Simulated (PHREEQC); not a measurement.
Dissolve 0.14 mol/kgw CuSO4, 0.023 mol/kgw HF and 0.00027 mol/kgw Na2SO4 at 25 °C. Closed to the air; pH follows from the charge balance.

All values are PHREEQC results (ion-association model, wateq4f.dat), not measurements.

No solid was allowed to form.

### Question
Order these F species by the share of F that they hold, largest first: CuF+, H2F2, F-, HF2-, HF.

### Answer
HF (58 %), F- (26 %), CuF+ (9.1 %), H2F2 (4.3 %), HF2- (2.8 %)

### Question
Order these Na species by the share of Na that they hold, largest first: NaSO4-, NaF, Na+.

### Answer
Na+ (92 %), NaSO4- (7.9 %), NaF (0.15 %)

The pH is 2.64 and the ionic strength 0.282 mol/kgw.
